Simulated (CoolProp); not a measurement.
Vapour-liquid equilibrium of propylene (1) + n-hexane (2) at 35.85 °C; x and y are mole fractions of (1).

The numbers come from the multi-fluid Helmholtz-energy mixture model, Lemmon 2013 and Thol 2019; pair parameters Bell 2016 in CoolProp.

| x | bubble pressure, mixture model (MPa) | bubble pressure, Raoult's law (MPa) | y, mixture model | y, Raoult's law |
|---|---|---|---|---|
| 0.05 | 0.1235 | 0.1050 | 0.745 | 0.714 |
| 0.15 | 0.2693 | 0.2517 | 0.886 | 0.893 |
| 0.25 | 0.3903 | 0.3984 | 0.925 | 0.940 |
| 0.35 | ? | 0.5452 | 0.945 | 0.962 |
| 0.45 | ? | 0.6919 | 0.959 | 0.975 |
| 0.55 | 0.7527 | 0.8386 | 0.970 | 0.983 |
| 0.65 | 0.8948 | 0.9853 | 0.978 | 0.989 |
| 0.75 | ? | 1.132 | 0.986 | 0.993 |
| 0.85 | ? | 1.279 | ? | 0.996 |
| 0.95 | 1.402 | 1.425 | 0.997 | 0.999 |

Fill in the missing entries.


- 0.35, bubble pressure, mixture model (MPa): 0.5050
- 0.45, bubble pressure, mixture model (MPa): 0.6238
- 0.75, bubble pressure, mixture model (MPa): 1.051
- 0.85, bubble pressure, mixture model (MPa): 1.220
- 0.85, y, mixture model: 0.992

The largest gap from Raoult's law is +17.6 % in bubble pressure, at x = 0.05. No azeotrope shows between x = 0.05 and 0.95.

Pair parameters are fitted to limited data, so mixtures are less certain than the pure fluids. The gap from Raoult's law changes sign with composition, which may be real or a fault of the pair parameters; it wasn't checked against measurements.
